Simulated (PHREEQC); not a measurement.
3 g of hydrous ferric oxide (600 m²/g; 0.2 weak and 0.005 strong sites per Fe, Dzombak-Morel constants, diffuse double layer) in 1 kg of water with 0.001 mol/kgw of an inert sodium salt and 5.2e-05 mol NiCl2, at 25 °C; the pH is set by adding NaOH or the inert anion's acid. Oxygen alone is held at its pressure in air (log pO2 = -0.68). CO2 from the air is kept out. Precipitation was switched off in this run.

The series has 13 steps of pH, from 4 to 10.

The numbers come from PHREEQC with the ion-association model, wateq4f.dat.

Problem. Near which pH is half of the Ni sorbed, and on which side is more sorbed?

Solution. Near pH 5.8, with more sorbed at higher pH.
